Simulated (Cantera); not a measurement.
An isothermal, constant-pressure homogeneous reactor starts with H2 : O2 = 0.012 : 1 (molar parts), at 1325 K and 1.20 Torr. Integrator tolerance rtol = 1e-08.

Model: GRI-Mech 3.0 (53 species, 325 reactions), integrated in Cantera. Radical loss at walls, strong at low pressure, is not modelled.

Question: What does this change do: pressure from 1.20 Torr to 10.00 Torr?

Answer: 
| quantity | before | after |
|---|---|---|
| x(H2) at 10.0 s | 3.55e-5 (gas-phase equilibrium 4.05e-8) | 1.86e-7 (gas-phase equilibrium 1.40e-8) |
| x(O2) at 10.0 s | 0.981 (gas-phase equilibrium 0.988) | 0.988 (gas-phase equilibrium 0.988) |
| x(HO2) at 10.0 s | 6.21e-8 (gas-phase equilibrium 1.04e-8) | 1.81e-8 (gas-phase equilibrium 1.77e-8) |
| x(OH) at 10.0 s | 0.00105 (gas-phase equilibrium 3.56e-5) | 7.61e-5 (gas-phase equilibrium 2.09e-5) |
| x(H2O2) at 10.0 s | 1.79e-9 (gas-phase equilibrium 3.13e-11) | 7.59e-10 (gas-phase equilibrium 9.05e-11) |
| x(H) at 10.0 s | 0.000227 (gas-phase equilibrium 8.28e-9) | 8.11e-8 (gas-phase equilibrium 1.69e-9) |
| x(H2O) at 10.0 s | 0.0112 (gas-phase equilibrium 0.0119) | 0.0119 (gas-phase equilibrium 0.0119) |

Question: What does this change do: temperature 1325 to 1400 K?

Answer: 
```
quantity                                             before                                     after
-----------------  ----------------------------------------  ----------------------------------------
x(H2) at 10.0 s     3.55e-5 (gas-phase equilibrium 4.05e-8)   3.88e-5 (gas-phase equilibrium 1.36e-7)
x(O2) at 10.0 s         0.981 (gas-phase equilibrium 0.988)       0.980 (gas-phase equilibrium 0.988)
x(HO2) at 10.0 s    6.21e-8 (gas-phase equilibrium 1.04e-8)   4.97e-8 (gas-phase equilibrium 1.99e-8)
x(OH) at 10.0 s     0.00105 (gas-phase equilibrium 3.56e-5)   0.00132 (gas-phase equilibrium 7.84e-5)
x(H2O2) at 10.0 s  1.79e-9 (gas-phase equilibrium 3.13e-11)  1.33e-9 (gas-phase equilibrium 5.29e-11)
x(H) at 10.0 s     0.000227 (gas-phase equilibrium 8.28e-9)  0.000233 (gas-phase equilibrium 4.51e-8)
x(H2O) at 10.0 s      0.0112 (gas-phase equilibrium 0.0119)     0.0111 (gas-phase equilibrium 0.0119)
```
